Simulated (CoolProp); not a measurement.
Vapour-liquid equilibrium of R134a (1) + cyclopropane (2) at 1970 kPa; x and y are mole fractions of (1).

Model: multi-fluid Helmholtz-energy mixture model, Tillner-Roth 1994 and Polt 1992; pair parameters Bell 2016, in CoolProp. This equation is an older, rougher fit; its heat capacities, sound speeds and derivatives of the liquid may be far off and weren't checked against measurements.

Question: Give the bubble temperature and the first vapour's composition at x = 0.2, 0.575, 0.725. Is there an azeotrope?

Answer: x = 0.2: 331.0 K, y = 0.283; x = 0.575: 328.6 K, y = 0.538; x = 0.725: 330.4 K, y = 0.653. y crosses x between x = 0.425 and 0.5: the model has an azeotrope there.

The pair parameters rest on a limited set of measurements; away from them the model extrapolates.
